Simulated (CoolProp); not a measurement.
Diethyl ether along the isotherm 223.35 °C: density (kg/m³) from the reference equation and from simpler models built on Tc = 194.7 °C, pc = 37.17 bar, ω = 0.282; each cubic takes its own stable root.

Computed with CoolProp (reference Helmholtz-energy equation of state, Thol 2014).

| p (bar) | phase | reference |
|---|---|---|
| 13.3 | gas | 26.74 |
| 26.6 | gas | 62.66 |
| 39.8 | supercritical | 120.0 |
| 53.1 | supercritical | 249.5 |
| 66.4 | supercritical | 360.9 |
| 79.7 | supercritical | 402.9 |
| 92.9 | supercritical | 427.4 |
| 106 | supercritical | 444.9 |
| 119 | supercritical | 458.5 |
| 133 | supercritical | 470.6 |
| 146 | supercritical | 480.2 |
| 159 | supercritical | 488.6 |
| 173 | supercritical | 496.7 |
| 186 | supercritical | 503.4 |

Question: How far does each simpler model (ideal gas, van der Waals, Redlich-Kwong, Peng-Robinson) lie from the reference over these 14 states: mean and median of the absolute difference, and the worst?

Answer: 
- ideal gas: mean 46.2 %, median 47.3 %, worst -67.0 % at 223.35 °C and 66.4 bar
- van der Waals: mean 17.6 %, median 24.4 %, worst -24.9 % at 223.35 °C and 173 bar
- Redlich-Kwong: mean 6.6 %, median 7.7 %, worst -11.6 % at 223.35 °C and 79.7 bar
- Peng-Robinson: mean 3.2 %, median 1.9 %, worst -10.1 % at 223.35 °C and 66.4 bar
